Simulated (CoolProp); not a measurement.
R1234ze(E) along the isotherm 235.2 K: fugacity coefficient from the reference equation and from simpler models built on Tc = 382.5 K, pc = 3635 kPa, ω = 0.313; each cubic takes its own stable root.

Computed with CoolProp (reference Helmholtz-energy equation of state, Thol 2016).

| p (kPa) | phase | reference | Redlich-Kwong | Soave-Redlich-Kwong |
|---|---|---|---|---|
| 1360 | liquid | 0.03121 | ___ | 0.03112 |
| 2730 | liquid | ___ | 0.03864 | 0.01655 |
| 4090 | liquid | 0.01168 | 0.02758 | 0.01179 |
| 5450 | liquid | 0.009292 | 0.02213 | 0.009434 |
| 6820 | liquid | 0.007876 | 0.01891 | 0.008043 |
| 8180 | liquid | ___ | 0.01684 | 0.007150 |
| 9550 | liquid | 0.006322 | 0.01542 | 0.006532 |
| 10900 | liquid | 0.005868 | 0.01442 | 0.006097 |
| 12300 | liquid | 0.005520 | 0.01367 | ___ |
| 13600 | liquid | ___ | ___ | 0.005544 |
| 15000 | liquid | 0.005077 | ___ | ___ |

### Question
Some entries are withheld; supply them.

### Answer

- 1360, Redlich-Kwong: 0.07247
- 2730, reference: 0.01650
- 8180, reference: 0.006961
- 12300, Soave-Redlich-Kwong: 0.005769
- 13600, reference: 0.005276
- 13600, Redlich-Kwong: 0.01316
- 15000, Redlich-Kwong: 0.01276
- 15000, Soave-Redlich-Kwong: 0.005365
